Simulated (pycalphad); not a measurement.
Source of the numbers: pycalphad with the COST 507 light-alloy database (1999); pressure 1 atm. The database dates from 1999; later assessments differ in places, in temperatures and in the compounds included. Phase fractions are per mole of atoms. Kinetics are ignored, which matters at the lower temperatures.

Q: Give the equilibrium state of Ti-21.6Hf-1B (at.%) at 1402 °C.

A: bcc, fraction 0.984, with 21.9 Hf, 0.20 B at.%; BM, fraction 0.016, with 3.3 Hf, 50.0 B at.%.

Q: Give the equilibrium state of Ti-21.6Hf-1B (at.%) at 502 °C.

A: hcp, fraction 0.981, with 22.0 Hf, 0.03 B at.%; BM, fraction 0.019, with 0.78 Hf, 50.0 B at.%.

Database names, with the compositions (at.%) that they take in these runs: BM: Ti 46-50 B 50 Hf 0-4.
